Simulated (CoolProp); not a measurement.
Properties of ethylene along the isotherm 155.05 °C (Tc = 9.2 °C, pc = 5.042 MPa, ω = 0.087).

Computed with CoolProp (reference Helmholtz-energy equation of state, Smukala 2000).

```csv
p (MPa),phase,density (kg/m³),isothermal compressibility (1/MPa)
0.0399,gas,0.3146,25.08
0.0907,gas,0.7158,11.04
0.206,gas,1.629,4.871
0.47,gas,3.733,2.144
1.07,gas,8.584,0.9514
2.43,gas,___,___
5.54,supercritical,___,___
12.6,supercritical,___,___
```

Question: Some entries are withheld; supply them.

Answer: 
- 2.43, density (kg/m³): 19.95
- 2.43, isothermal compressibility (1/MPa): 0.4284
- 5.54, density (kg/m³): 47.90
- 5.54, isothermal compressibility (1/MPa): 0.1969
- 12.6, density (kg/m³): 119.9
- 12.6, isothermal compressibility (1/MPa): 0.08872
